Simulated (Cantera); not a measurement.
Charge: 1 mol SiH2Cl2, 6.4 mol N2, 1.5 mol H2, at 8.20 mbar.

Equilibrium computed with Cantera from the NASA thermochemical tables; the gas is ideal and each condensed phase is pure. Candidate condensed phases: NH4Cl, Si, Si3N4; 28 gas species. N2 is the only nitrogen source here; it is nearly inert below about 1500 K, so the nitride shown seldom forms there in practice. Equilibrium is a limit: real reactors are often held back by kinetics, nucleation or transport.

Q: At 577 °C, list the 5 most abundant gas species with their mole fractions, and the condensed phases.

A: N2 0.627, HCl 0.189, H2 0.177, SiCl4 0.00698, SiHCl3 1.08e-5. Condensed: Si3N4(s).
